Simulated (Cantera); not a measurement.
## Pyrogenic steam for wet oxidation

A perfectly stirred reactor is fed with H2 : O2 : N2 = 0.61 : 1 : 2.6 (molar parts), equivalence ratio 0.30, at 100.0 Torr; it is held at 900 K, and followed from long to short residence time.

Detailed kinetics in Cantera: the H2/O2 subset of GRI-Mech 3.0, which has no nitrogen chemistry. Radical loss at walls, strong at low pressure, is not modelled. Below about 950 K walls govern HO2 and H2O2 in real vessels. The temperature is held fixed by assumption; the heat of reaction is taken as removed at once.

| τ (s) | x H2 | x O2 | x HO2 | x H2O | x OH | x H | x O |
|---|---|---|---|---|---|---|---|
| 13 | 0.00244 | 0.179 | 1.68e-5 | 0.154 | 2.75e-6 | 7.28e-7 | 3.28e-6 |
| 3.0 | 0.00344 | 0.179 | 2.14e-5 | 0.152 | 8.41e-6 | 3.11e-6 | 1.07e-5 |
| 0.67 | 0.00535 | 0.180 | 2.70e-5 | 0.150 | 2.40e-5 | 1.38e-5 | 3.25e-5 |
| 0.15 | 0.00910 | 0.182 | 3.32e-5 | 0.146 | 6.18e-5 | 6.03e-5 | 8.87e-5 |
| 0.034 | 0.0162 | 0.184 | 3.88e-5 | 0.138 | 0.000146 | 0.000255 | 0.000220 |
| 0.0077 | 0.0295 | 0.190 | 4.21e-5 | 0.123 | 0.000318 | 0.00103 | 0.000506 |
| 0.0017 | 0.0538 | 0.200 | 4.15e-5 | 0.0955 | 0.000614 | 0.00373 | 0.00108 |
| 0.00039 | 0.0936 | 0.216 | 3.56e-5 | 0.0495 | 0.000804 | 0.00843 | 0.00173 |
x: mole fraction; the columns are a selection and need not sum to one.
